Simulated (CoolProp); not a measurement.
Vapour-liquid equilibrium of propane (1) + cyclopropane (2) at 56.35 °C; x and y are mole fractions of (1).

Computed with CoolProp (multi-fluid Helmholtz-energy mixture model, Lemmon 2009 and Polt 1992; pair parameters Bell 2016). This equation is an older, rougher fit; its heat capacities, sound speeds and derivatives of the liquid may be far off and weren't checked against measurements.

```tsv
x	bubble pressure, mixture model (bar)	bubble pressure, Raoult's law (bar)	y, mixture model	y, Raoult's law
0.05	15.92	15.74	0.067	0.062
0.125	16.46	16.05	0.159	0.153
0.2	16.96	16.35	0.245	0.240
0.275	17.42	16.66	0.326	0.324
0.35	17.84	16.97	0.401	0.405
0.425	18.22	17.27	0.473	0.483
0.5	18.56	17.58	0.542	0.558
0.575	18.86	17.89	0.610	0.631
0.65	19.11	18.19	0.676	0.701
0.725	19.32	18.50	0.743	0.769
0.8	19.48	18.80	0.810	0.835
0.875	19.58	19.11	0.879	0.898
0.95	19.63	19.42	0.950	0.960
```

The largest gap from Raoult's law is +5.6 % in bubble pressure, at x = 0.5. No azeotrope shows between x = 0.05 and 0.95.

The pair parameters rest on a limited set of measurements; away from them the model extrapolates.
